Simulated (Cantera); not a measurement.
An isothermal, constant-pressure homogeneous reactor starts with CH₄ : H₂ = 0.04 : 1 (molar parts), at 1575 K and 0.133 bar. Integrator tolerance rtol = 1e-08.

Computed with Cantera and GRI-Mech 3.0 (53 species, 325 reactions). GRI-Mech 3.0 stops at C3 and has no aromatics, soot or wall deposition, so with more carbon than oxygen in the feed, carbon stays in small species such as C2H2 where larger ones or solid carbon would form.

```tsv
quantity	before	after
x(CH₄) at 5.00 s	0.0157 (gas-phase equilibrium 0.00624)	0.0151 (gas-phase equilibrium 0.0100)
x(H₂) at 5.00 s	0.973 (gas-phase equilibrium 0.978)	0.974 (gas-phase equilibrium 0.976)
x(C₂H) at 5.00 s	3.51e-9 (gas-phase equilibrium 5.16e-9)	2.76e-9 (gas-phase equilibrium 3.43e-9)
x(C₂H₂) at 5.00 s	0.0108 (gas-phase equilibrium 0.0152)	0.0109 (gas-phase equilibrium 0.0133)
x(C₂H₆) at 5.00 s	6.00e-7 (gas-phase equilibrium 1.79e-7)	6.99e-7 (gas-phase equilibrium 4.63e-7)
x(CH₃) at 5.00 s	3.54e-5 (gas-phase equilibrium 1.47e-5)	2.64e-5 (gas-phase equilibrium 1.80e-5)
```

Problem. Which change was made?
A. pressure from 0.133 bar to 0.0280 bar
B. CH4 0.04 to 0.0051 parts
C. pressure from 0.133 bar to 0.230 bar
D. temperature 1575 to 2075 K

Solution. C, pressure from 0.133 bar to 0.230 bar
